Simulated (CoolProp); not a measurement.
The numbers come from the reference Helmholtz-energy equation of state, de Reuck 1993 in CoolProp.

Question: Give the vapour pressure (kPa), enthalpy of vaporisation (kJ/kg), liquid cp (kJ/(kg K)), vapour Z of saturated methanol at 308.2 K.

Answer: 
```json
[
 {"T (K)": "308.2", "p (kPa)": "28.1", "enthalpy of vaporisation (kJ/kg)": "1150", "liquid cp (kJ/(kg K))": "2.60", "vapour Z": "0.970"}
]
```
